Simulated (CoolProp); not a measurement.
Ammonia at several states: density (kg/m³) from the reference equation and from simpler models built on Tc = 132.4 °C, pc = 113.6 bar, ω = 0.256; each cubic takes its own stable root.

Values from CoolProp's reference Helmholtz-energy equation of state, Gao 2020.

```json
[
 {"T (°C)": "418.35", "p (bar)": "0.273", "phase": "gas", "reference": "0.08087", "Redlich-Kwong": "0.08088", "Peng-Robinson": "0.08087"},
 {"T (°C)": "-46.95", "p (bar)": "3.98", "phase": "liquid", "reference": "698.3", "Redlich-Kwong": "537.8", "Peng-Robinson": "622.0"},
 {"T (°C)": "38.85", "p (bar)": "65.5", "phase": "liquid", "reference": "587.1", "Redlich-Kwong": "443.8", "Peng-Robinson": "524.8"},
 {"T (°C)": "124.55", "p (bar)": "35.9", "phase": "gas", "reference": "21.45", "Redlich-Kwong": "21.11", "Peng-Robinson": "21.43"}
]
```
